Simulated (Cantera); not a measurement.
Charge: 1 mol V2O5, 34 mol H2, equilibrated at 1148.15 K and 240000 Pa.

Equilibrium computed with Cantera from the NASA thermochemical tables; the gas is ideal and each condensed phase is pure. Candidate condensed phases: H2O, V, VO, V2O3, V2O4, V2O5; 12 gas species. Condensed phases not in the tables: the oxides between V2O3 and V2O5 other than VO2. The numbers say what is thermodynamically allowed, not how fast it happens.

Base state: H2 0.941, H2O 0.0588 (mole fractions); condensed: V2O3(s).

Task: What changes in the equilibrium state with this change: V2O5 replaced by Cu2O?

Result: 
```
species       before   after
------------  ------  ------
H2             0.941   0.971
H2O           0.0588  0.0294
V2O3(s), mol    1.00       0
Cu(s), mol         0    2.00
```
Further candidate phases: Cu, CuO, Cu(OH)2, Cu2O.

Task: What changes in the equilibrium state with this change: V2O5 replaced by NiS?

Result: 
```csv
species,before,after
H2,0.941,0.990
H2S,0,0.00980
H2O,0.0588,0
"V2O3(s), mol",1.00,0
"Ni3S2(l), mol",0,0.333
```
Further candidate phases: Ni, NiS, NiS2, Ni3S2, Ni3S4, S.
